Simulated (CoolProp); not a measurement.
2000 sccm (0 °C, 1 atm) of nitrogen bubbles through liquid p-xylene at 367.8 K and leaves saturated at a total pressure of 0.15 MPa (ideal gas phase). Each further row changes one setting.

The numbers come from the reference Helmholtz-energy equation of state, Zhou 2012 in CoolProp.

| case | vapour pressure (kPa) | mole fraction of vapour | delivery (mg/min) | delivery (sccm) | change of delivery for a bath 1 K warmer (%) |
|---|---|---|---|---|---|
| as stated | 26.7 | ___ | 2050 | ___ | ___ |
| bath temperature 372.8 K | ___ | 0.211 | ___ | 536 | 4.4 |
| total pressure 0.3 MPa | 26.7 | 0.0891 | ___ | ___ | 3.9 |

**Question.** What belongs in the gaps?

**Answer.** 
- as stated, mole fraction of vapour: 0.178
- as stated, delivery (sccm): 433
- as stated, change of delivery for a bath 1 K warmer (%): 4.3
- bath temperature 372.8 K, vapour pressure (kPa): 31.7
- bath temperature 372.8 K, delivery (mg/min): 2540
- total pressure 0.3 MPa, delivery (mg/min): 926
- total pressure 0.3 MPa, delivery (sccm): 196
